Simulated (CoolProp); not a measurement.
A simple Rankine cycle with fluoroethane (R161): condensing at 324.15 K, boiler at 3.95 MPa, turbine inlet 377.7 K, turbine efficiency 0.65, pump efficiency 0.8, no recuperator. Each further row changes one setting.

Values from CoolProp's reference Helmholtz-energy equation of state, Wu 2012.

```tsv
case	thermal efficiency (%)	net work (kJ/kg)	heat in (kJ/kg)	turbine exit temperature (K)	volume ratio over the turbine
as stated	5.5	18.0	326	(withheld)	2.37
turbine inlet 397.7 K	5.9	22.0	374	358.8	2.31
condensing temperature 316.15 K	6.6	(withheld)	(withheld)	325.3	2.88
boiler pressure 2.77 MPa	3.5	12.8	362	357.0	1.58
turbine efficiency 0.55	(withheld)	14.6	326	335.8	2.40
```

Q: Complete the blanks.

A: 
- as stated, turbine exit temperature (K): 334.0
- condensing temperature 316.15 K, net work (kJ/kg): 22.8
- condensing temperature 316.15 K, heat in (kJ/kg): 345
- turbine efficiency 0.55, thermal efficiency (%): 4.5
